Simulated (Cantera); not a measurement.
Feed: 1 mol MgCl₂, 10 mol H₂, 3.6 mol N₂, held at 1350 °C and 10.0 mbar.

Equilibrium computed with Cantera from the NASA thermochemical tables; the gas is ideal and each condensed phase is pure. Candidate condensed phases: Mg, MgCl₂, NH₄Cl; 18 gas species. The tables' values for MgH are old estimates; treat these amounts as uncertain. The numbers say what is thermodynamically allowed, not how fast it happens.

Base state: H₂ 0.666, N₂ 0.244, MgCl₂ 0.0563, HCl 0.0223, Mg 0.0109, H 0.000564, MgCl 0.000552, Cl 1.49e-5 (mole fractions); condensed: gas only.

Task: What changes in the equilibrium state with this change: pressure from 10.0 mbar to 36.0 mbar?

Result: 
| species | before | after |
|---|---|---|
| H₂ | 0.666 | 0.672 |
| N₂ | 0.244 | 0.245 |
| MgCl₂ | 0.0563 | 0.0602 |
| HCl | 0.0223 | 0.0150 |
| Mg | 0.0109 | 0.00725 |
| Cl | 1.49e-5 | 5.25e-6 |
| H | 0.000564 | 0.000299 |
